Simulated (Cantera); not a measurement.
Charge: 1 mol TiO2, 40 mol Cl2, 0.93 mol O2, held at 11.0 Pa.

Cantera equilibrium calculation (NASA polynomials, part measured and part estimated; ideal gas, pure solids and liquids). Candidate condensed phases: Ti, TiCl2, TiCl3, TiCl4, TiO, TiO2, Ti2O3, Ti3O5, Ti4O7; 15 gas species. Condensed phases not in the tables: TiOCl. Kinetics and transport are ignored.

x: gas mole fraction; n: condensed amount in mol.

```
T (K)  x Cl2     x Cl    x O2   x TiCl4    x ClO       x O  x TiOCl2  n TiO2(rutile)
-----  -----  -------  ------  --------  -------  --------  --------  --------------
898    0.971  0.00669  0.0226   2.00e-6        ?  7.17e-11    <1e-12           1.000
948    0.961   0.0160  0.0225   6.93e-6        ?  4.25e-10  2.73e-12           1.000
998    0.943   0.0349  0.0223   2.08e-5        ?   2.11e-9  3.25e-11           0.999
1048   0.908   0.0700  0.0220   5.44e-5        ?   8.94e-9  3.00e-10           0.998
1098   0.849    0.130  0.0214  0.000123        ?   3.31e-8   2.19e-9           0.995
1148   0.757    0.222  0.0204  0.000238        ?   1.08e-7   1.29e-8           0.989
1198   0.630    0.350  0.0191  0.000381        ?   3.17e-7   6.08e-8           0.981
1248   0.478    0.504  0.0175  0.000485        ?   8.39e-7   2.30e-7           0.973
1298   0.323    0.661  0.0157  0.000475  2.86e-5   2.04e-6   6.95e-7           0.971
1348   0.195    0.790  0.0141  0.000352  2.99e-5   4.62e-6   1.68e-6           0.976
1398   0.108    0.878  0.0129  0.000206  2.96e-5   9.95e-6   3.34e-6           0.985
```

Complete the blanks.


- 898, x ClO: 8.93e-7
- 948, x ClO: 1.82e-6
- 998, x ClO: 3.42e-6
- 1048, x ClO: 5.98e-6
- 1098, x ClO: 9.70e-6
- 1148, x ClO: 1.46e-5
- 1198, x ClO: 2.01e-5
- 1248, x ClO: 2.52e-5
